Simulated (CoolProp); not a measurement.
Vapour pressure (bar) of toluene: the reference equation beside estimates from Tc = 591.7 K, pc = 41.26 bar, ω = 0.266. Clausius-Clapeyron is anchored at 420.3 K with a constant enthalpy of vaporisation of 30.89 kJ/mol.

Model: reference Helmholtz-energy equation of state, Lemmon 2006, in CoolProp. It is a short technical equation, of lower accuracy than the large ones.

```json
[
 {"T (K)": "382.7", "reference": "0.9835", "Lee-Kesler": "0.9708", "Clausius-Clapeyron": "1.083", "Redlich-Kwong": "1.782", "Soave-Redlich-Kwong": "0.9731"},
 {"T (K)": "395.2", "reference": "1.388", "Lee-Kesler": "1.378", "Clausius-Clapeyron": "1.472", "Redlich-Kwong": "2.395", "Soave-Redlich-Kwong": "1.379"},
 {"T (K)": "407.8", "reference": "___", "Lee-Kesler": "___", "Clausius-Clapeyron": "1.968", "Redlich-Kwong": "3.158", "Soave-Redlich-Kwong": "1.910"},
 {"T (K)": "420.3", "reference": "2.580", "Lee-Kesler": "2.585", "Clausius-Clapeyron": "2.580", "Redlich-Kwong": "4.075", "Soave-Redlich-Kwong": "2.583"},
 {"T (K)": "432.9", "reference": "3.416", "Lee-Kesler": "3.434", "Clausius-Clapeyron": "3.337", "Redlich-Kwong": "___", "Soave-Redlich-Kwong": "3.433"},
 {"T (K)": "445.5", "reference": "4.443", "Lee-Kesler": "4.478", "Clausius-Clapeyron": "4.253", "Redlich-Kwong": "6.480", "Soave-Redlich-Kwong": "4.481"},
 {"T (K)": "458", "reference": "5.678", "Lee-Kesler": "5.731", "Clausius-Clapeyron": "5.340", "Redlich-Kwong": "7.983", "Soave-Redlich-Kwong": "5.744"},
 {"T (K)": "470.6", "reference": "7.167", "Lee-Kesler": "7.240", "Clausius-Clapeyron": "6.636", "Redlich-Kwong": "9.728", "Soave-Redlich-Kwong": "7.271"},
 {"T (K)": "483.1", "reference": "8.917", "Lee-Kesler": "9.010", "Clausius-Clapeyron": "8.139", "Redlich-Kwong": "11.70", "Soave-Redlich-Kwong": "9.068"},
 {"T (K)": "495.7", "reference": "10.98", "Lee-Kesler": "11.10", "Clausius-Clapeyron": "9.896", "Redlich-Kwong": "13.95", "Soave-Redlich-Kwong": "11.19"},
 {"T (K)": "508.2", "reference": "13.37", "Lee-Kesler": "13.50", "Clausius-Clapeyron": "11.90", "Redlich-Kwong": "16.46", "Soave-Redlich-Kwong": "13.64"}
]
```

Task: Complete the blanks.

Result: 
- 407.8, reference: 1.915
- 407.8, Lee-Kesler: 1.911
- 432.9, Redlich-Kwong: 5.179

Absolute difference from the reference over all 11 rows, mean and median: Lee-Kesler 0.8 and 0.9 %, Clausius-Clapeyron 6.2 and 6.1 %, Redlich-Kwong 48.3 and 45.8 %, Soave-Redlich-Kwong 1.1 and 1.1 %.
